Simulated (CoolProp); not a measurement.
Vapour pressure (bar) of 1,2-dichloroethane: the reference equation beside estimates from Tc = 288.4 °C, pc = 52.26 bar, ω = 0.269. Clausius-Clapeyron is anchored at 54.45 °C with a constant enthalpy of vaporisation of 33.63 kJ/mol.

The numbers come from the reference Helmholtz-energy equation of state, Thol 2015 in CoolProp.

```tsv
T (°C)	reference	Lee-Kesler	Clausius-Clapeyron	Redlich-Kwong	Soave-Redlich-Kwong
-6.55	0.01887	0.01693	0.02197	?	0.01748
8.75	0.04591	0.04191	0.05004	0.1246	0.04307
23.95	0.09998	?	0.1043	0.2498	0.09486
39.15	0.1994	0.1879	0.2023	0.4598	0.1911
54.45	0.3703	0.3543	0.3703	0.7914	0.3584
69.65	0.6429	0.6231	0.6403	1.279	0.6275
84.85	1.057	1.036	1.057	1.968	1.040
100.15	1.663	1.646	1.679	2.908	1.648
115.35	2.505	2.500	2.565	4.134	2.499
130.65	3.652	3.668	?	5.708	3.665
145.85	5.151	5.197	5.473	7.657	5.199
161.05	7.075	7.162	7.674	10.03	7.178
```

**Question.** Complete the blanks.

**Answer.** 
- -6.55, Redlich-Kwong: 0.05581
- 23.95, Lee-Kesler: 0.09278
- 130.65, Clausius-Clapeyron: 3.806

Absolute difference from the reference over all 12 rows, mean and median: Lee-Kesler 3.8 and 2.5 %, Clausius-Clapeyron 4.5 and 3.3 %, Redlich-Kwong 102.8 and 92.6 %, Soave-Redlich-Kwong 2.8 and 2.0 %.
